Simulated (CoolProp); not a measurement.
Model: reference Helmholtz-energy equation of state, Lemmon 2013, in CoolProp.

### Question
For propylene, give the phase and the cp (kJ/(kg K)), Joule-Thomson coefficient (K/MPa), isothermal compressibility (1/MPa) at -63.45 °C and 1.01 bar; -38.65 °C and 1.01 bar; -23.75 °C and 1.01 bar.

### Answer
- -63.45 °C and 1.01 bar: liquid; cp 2.14, Joule-Thomson coefficient -0.447, isothermal compressibility 0.00152
- -38.65 °C and 1.01 bar: gas; cp 1.36, Joule-Thomson coefficient 36.0, isothermal compressibility 10.2
- -23.75 °C and 1.01 bar: gas; cp 1.40, Joule-Thomson coefficient 29.8, isothermal compressibility 10.2
